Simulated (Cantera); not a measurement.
# Halide evaporation, hydrolysis and transport: LiCl + O2 + H2

Input: 1 mol LiCl, 0.26 mol O2, 6.9 mol H2, at 10.0 mbar.

Cantera equilibrium calculation (NASA polynomials, part measured and part estimated; ideal gas, pure solids and liquids). Candidate condensed phases: H2O, Li, LiCl, LiH, LiOH, Li2O; 25 gas species. Rates play no part.

```json
[
 {"T (K)": "1148", "log p H2": "-2.08", "log p LiCl": "-3.07", "log p H2O": "-3.17", "log p Li2Cl2": "-3.66", "log p H": "-8.19", "log p HCl": "-5.62", "log p Li": "-7.97", "log p LiOH": "-5.62"},
 {"T (K)": "1248", "log p H2": "-2.09", "log p LiCl": "-2.95", "log p H2O": "-3.18", "log p Li2Cl2": "-4.14", "log p H": "-7.38", "log p HCl": "-5.34", "log p Li": "-7.16", "log p LiOH": "-5.35"},
 {"T (K)": "1348", "log p H2": "-2.09", "log p LiCl": "-2.91", "log p H2O": "-3.19", "log p Li2Cl2": "-4.69", "log p H": "-6.68", "log p HCl": "-5.13", "log p Li": "-6.52", "log p LiOH": "-5.15"},
 {"T (K)": "1448", "log p H2": "-2.09", "log p LiCl": "-2.91", "log p H2O": "-3.19", "log p Li2Cl2": "-5.21", "log p H": "-6.08", "log p HCl": "-4.96", "log p Li": "-5.98", "log p LiOH": "-5.00"},
 {"T (K)": "1548", "log p H2": "-2.09", "log p LiCl": "-2.90", "log p H2O": "-3.19", "log p Li2Cl2": "-5.67", "log p H": "-5.56", "log p HCl": "-4.80", "log p Li": "-5.53", "log p LiOH": "-4.89"},
 {"T (K)": "1648", "log p H2": "-2.09", "log p LiCl": "-2.91", "log p H2O": "-3.19", "log p Li2Cl2": "-6.08", "log p H": "-5.10", "log p HCl": "-4.64", "log p Li": "-5.15", "log p LiOH": "-4.80"},
 {"T (K)": "1748", "log p H2": "-2.09", "log p LiCl": "-2.91", "log p H2O": "-3.19", "log p Li2Cl2": "-6.44", "log p H": "-4.69", "log p HCl": "-4.49", "log p Li": "-4.84", "log p LiOH": "-4.74"},
 {"T (K)": "1848", "log p H2": "-2.10", "log p LiCl": "-2.92", "log p H2O": "-3.20", "log p Li2Cl2": "-6.77", "log p H": "-4.32", "log p HCl": "-4.33", "log p Li": "-4.57", "log p LiOH": "-4.71"},
 {"T (K)": "1948", "log p H2": "-2.10", "log p LiCl": "-2.92", "log p H2O": "-3.20", "log p Li2Cl2": "-7.07", "log p H": "-4.00", "log p HCl": "-4.19", "log p Li": "-4.35", "log p LiOH": "-4.69"},
 {"T (K)": "2048", "log p H2": "-2.11", "log p LiCl": "-2.94", "log p H2O": "-3.20", "log p Li2Cl2": "-7.35", "log p H": "-3.70", "log p HCl": "-4.05", "log p Li": "-4.15", "log p LiOH": "-4.68"}
]
```
log p: log10 of the partial pressure in bar; nothing condenses.

From 1148 K to 2048 K nothing is condensed. The main Li-bearing gas is LiCl throughout.
